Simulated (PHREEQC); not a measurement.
A solution holds 0.0017 mol H2SeO4, 0.093 mol NaOH and 0.00022 mol FeCl3 per kg of water, at 7.6 °C. Closed to the air; pH follows from the charge balance.

Model: ion-association model, wateq4f.dat, run in PHREEQC.

```tsv
quantity	before	after
pH	13.46	13.57
Fe(OH)3 (mol/kgw)	1.36e-8	1.20e-8
SI of Halite (NaCl)	-5.97	-5.96
SI of Goethite (FeOOH)	+6.17	+6.20
```

**Question.** What was changed between the two runs?
(A) NaOH from 0.093 to 0.0186 mol/kgw
(B) temperature from 7.6 to 5 °C
(C) H2SeO4 from 0.0017 to 0.00255 mol/kgw

**Answer.** B, temperature from 7.6 to 5 °C

Precipitation was switched off in this run. Some of these states are supersaturated (in Hematite (slow to form), Goethite (slow to form), for instance). At this temperature some constants are extrapolated from 25 °C, and those without enthalpy data are left unchanged.
